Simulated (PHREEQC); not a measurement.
Synthetic water in mg/kgw, 25 °C, pH 3.22: Na 2250; K 34.1; Ca 586; Mg 79.6; Cl 1730; S(6) as SO4 4430; Mn(2) 34.9.

Cl is adjusted to close the charge balance.
Valence states are taken as typed.

Model: Pitzer model, pitzer.dat, run in PHREEQC.

Precipitation was switched off in this run.

### Question
What specific conductance, density does the model give?

### Answer
specific conductance 12700 µS/cm; density 1.005 g/cm³.

### Question
In which forms is S present?

### Answer
SO4-2 98 %, HSO4- 1.7 % of the S.

The solution is supersaturated, for example in Gypsum, so a real one may precipitate; this is no full list.
